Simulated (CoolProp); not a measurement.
C2F6 (R116) at several states: density (kg/m³) from the reference equation and from simpler models built on Tc = 19.9 °C, pc = 3.048 MPa, ω = 0.257; each cubic takes its own stable root.

Model: reference Helmholtz-energy equation of state, Lemmon 2006, in CoolProp. It is a short technical equation, of lower accuracy than the large ones.

```json
[
 {"T (°C)": "-36.05", "p (MPa)": "0.0812", "phase": "gas", "reference": "5.790"},
 {"T (°C)": "40.95", "p (MPa)": "0.204", "phase": "gas", "reference": "10.98"},
 {"T (°C)": "-86.45", "p (MPa)": "6.53", "phase": "liquid", "reference": "1667"},
 {"T (°C)": "25.15", "p (MPa)": "0.162", "phase": "gas", "reference": "9.169"},
 {"T (°C)": "104.95", "p (MPa)": "1.4", "phase": "gas", "reference": "65.52"}
]
```

### Question
How far does each simpler model (van der Waals, Redlich-Kwong, Soave-Redlich-Kwong) lie from the reference over these 5 states: mean and median of the absolute difference, and the worst?

### Answer
- van der Waals: mean 7.4 %, median 0.5 %, worst -34.7 % at -86.45 °C and 6.53 MPa
- Redlich-Kwong: mean 1.6 %, median 0.2 %, worst -6.2 % at -86.45 °C and 6.53 MPa
- Soave-Redlich-Kwong: mean 0.8 %, median 0.0 %, worst -3.7 % at -86.45 °C and 6.53 MPa
